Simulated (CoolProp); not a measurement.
Vapour-liquid equilibrium of isopentane (1) + toluene (2) at 327.5 K; x and y are mole fractions of (1).

Model: multi-fluid Helmholtz-energy mixture model, Lemmon 2006 and Lemmon 2006; pair parameters Bell 2016, in CoolProp.

```json
[
 {"x": "0.05", "bubble pressure, mixture model (MPa)": "0.02926", "bubble pressure, Raoult's law (MPa)": "0.02567", "y, mixture model": "0.517", "y, Raoult's law": "0.454"},
 {"x": "0.15", "bubble pressure, mixture model (MPa)": "0.05849", "bubble pressure, Raoult's law (MPa)": "0.04751", "y, mixture model": "0.780", "y, Raoult's law": "0.736"},
 {"x": "0.25", "bubble pressure, mixture model (MPa)": "0.08629", "bubble pressure, Raoult's law (MPa)": "0.06935", "y, mixture model": "0.865", "y, Raoult's law": "0.840"},
 {"x": "0.35", "bubble pressure, mixture model (MPa)": "0.1114", "bubble pressure, Raoult's law (MPa)": "0.09118", "y, mixture model": "0.906", "y, Raoult's law": "0.895"},
 {"x": "0.45", "bubble pressure, mixture model (MPa)": "0.1335", "bubble pressure, Raoult's law (MPa)": "0.1130", "y, mixture model": "0.931", "y, Raoult's law": "0.928"},
 {"x": "0.55", "bubble pressure, mixture model (MPa)": "0.1528", "bubble pressure, Raoult's law (MPa)": "0.1349", "y, mixture model": "0.947", "y, Raoult's law": "0.951"},
 {"x": "0.65", "bubble pressure, mixture model (MPa)": "0.1702", "bubble pressure, Raoult's law (MPa)": "0.1567", "y, mixture model": "0.959", "y, Raoult's law": "0.967"},
 {"x": "0.75", "bubble pressure, mixture model (MPa)": "0.1868", "bubble pressure, Raoult's law (MPa)": "0.1785", "y, mixture model": "0.970", "y, Raoult's law": "0.979"},
 {"x": "0.85", "bubble pressure, mixture model (MPa)": "0.2038", "bubble pressure, Raoult's law (MPa)": "0.2004", "y, mixture model": "0.981", "y, Raoult's law": "0.989"},
 {"x": "0.95", "bubble pressure, mixture model (MPa)": "0.2226", "bubble pressure, Raoult's law (MPa)": "0.2222", "y, mixture model": "0.993", "y, Raoult's law": "0.997"}
]
```

The largest gap from Raoult's law is +24.4 % in bubble pressure, at x = 0.25. No azeotrope shows between x = 0.05 and 0.95.

Pair parameters are fitted to limited data, so mixtures are less certain than the pure fluids.
